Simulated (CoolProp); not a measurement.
Saturation properties of chloromethane (R40).

Model: reference Helmholtz-energy equation of state, Thol 2014, in CoolProp.

| T (K) | p (MPa) | liquid density (kg/m³) | enthalpy of vaporisation (kJ/kg) | vapour Z |
|---|---|---|---|---|
| 239.4 | 0.06491 | 1020 | 437.9 | 0.9737 |
| 246 | 0.08808 | 1009 | 431.3 | 0.9678 |
| 252.7 | 0.1178 | 997.2 | 424.5 | 0.9609 |
| 259.3 | 0.1544 | 985.5 | 417.6 | 0.9534 |
| 265.9 | 0.1991 | 973.6 | 410.7 | [?] |
| 272.6 | 0.2543 | [?] | 403.4 | 0.9356 |
| 279.2 | 0.3193 | 948.9 | 396.1 | 0.9254 |
| 285.8 | 0.3964 | 936.3 | 388.6 | 0.9144 |
| 292.5 | 0.4882 | 923.1 | 380.7 | 0.9022 |
| 299.1 | 0.5934 | 909.9 | 372.7 | 0.8893 |
| 305.7 | 0.7149 | 896.2 | 364.4 | 0.8754 |
| 312.4 | 0.8561 | 882.0 | 355.6 | 0.8603 |
| 319 | 1.014 | 867.6 | 346.6 | 0.8444 |
| 325.6 | 1.194 | 852.7 | 337.2 | [?] |

Task: Complete the blanks.

Result: 
- 265.9, vapour Z: 0.9450
- 272.6, liquid density (kg/m³): 961.3
- 325.6, vapour Z: 0.8274

It boils at 249.2 K under 1 atm.
